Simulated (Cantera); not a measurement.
**Equilibrium for carbothermic reduction: CuO + C + N2**

A closed system holds: 1 mol CuO, 0.67 mol C, 0.16 mol N2, equilibrated at 1777 °C.

Cantera equilibrium calculation (NASA polynomials, part measured and part estimated; ideal gas, pure solids and liquids). Candidate condensed phases: C, Cu, CuO, Cu2O; 27 gas species. Equilibrium is a limit: real reactors are often held back by kinetics, nucleation or transport.

From 0.000100 bar to 0.00460 bar nothing is condensed. From 0.0170 bar to 10.0 bar the condensed part is Cu(l). The main Cu-bearing gas is Cu throughout.

```json
[
 {"P (Pa)": "10", "log p Cu": "-4.27", "log p CO": "-4.65", "log p CO2": "-4.87", "log p N2": "-5.07", "log p O2": "-5.84", "log p O": "-5.93", "log p Cu2": "-8.69", "log p NO": "-7.12", "n Cu(l)": "0"},
 {"P (Pa)": "36", "log p Cu": "-3.71", "log p CO": "-4.14", "log p CO2": "-4.24", "log p N2": "-4.51", "log p O2": "-5.61", "log p O": "-5.82", "log p Cu2": "-7.57", "log p NO": "-6.73", "n Cu(l)": "0"},
 {"P (Pa)": "130", "log p Cu": "-3.15", "log p CO": "-3.60", "log p CO2": "-3.65", "log p N2": "-3.95", "log p O2": "-5.49", "log p O": "-5.76", "log p Cu2": "-6.44", "log p NO": "-6.39", "n Cu(l)": "0"},
 {"P (Pa)": "460", "log p Cu": "-2.60", "log p CO": "-3.06", "log p CO2": "-3.09", "log p N2": "-3.40", "log p O2": "-5.45", "log p O": "-5.74", "log p Cu2": "-5.35", "log p NO": "-6.09", "n Cu(l)": "0"},
 {"P (Pa)": "1700", "log p Cu": "-2.17", "log p CO": "-2.38", "log p CO2": "-2.39", "log p N2": "-2.71", "log p O2": "-5.43", "log p O": "-5.73", "log p Cu2": "-4.48", "log p NO": "-5.74", "n Cu(l)": "0.443"},
 {"P (Pa)": "6000", "log p Cu": "-2.17", "log p CO": "-1.66", "log p CO2": "-1.68", "log p N2": "-1.99", "log p O2": "-5.43", "log p O": "-5.73", "log p Cu2": "-4.48", "log p NO": "-5.38", "n Cu(l)": "0.893"},
 {"P (Pa)": "22000", "log p Cu": "-2.17", "log p CO": "-1.06", "log p CO2": "-1.07", "log p N2": "-1.39", "log p O2": "-5.43", "log p O": "-5.73", "log p Cu2": "-4.48", "log p NO": "-5.07", "n Cu(l)": "0.973"},
 {"P (Pa)": "77000", "log p Cu": "-2.17", "log p CO": "-0.50", "log p CO2": "-0.52", "log p N2": "-0.83", "log p O2": "-5.43", "log p O": "-5.73", "log p Cu2": "-4.48", "log p NO": "-4.80", "n Cu(l)": "0.993"},
 {"P (Pa)": "280000", "log p Cu": "-2.17", "log p CO": "0.06", "log p CO2": "0.05", "log p N2": "-0.27", "log p O2": "-5.43", "log p O": "-5.73", "log p Cu2": "-4.48", "log p NO": "-4.52", "n Cu(l)": "0.998"},
 {"P (Pa)": "1000000", "log p Cu": "-2.17", "log p CO": "0.61", "log p CO2": "0.60", "log p N2": "0.28", "log p O2": "-5.43", "log p O": "-5.73", "log p Cu2": "-4.48", "log p NO": "-4.24", "n Cu(l)": "0.999"}
]
```
log p: log10 of the partial pressure in bar; n: condensed amount in mol.
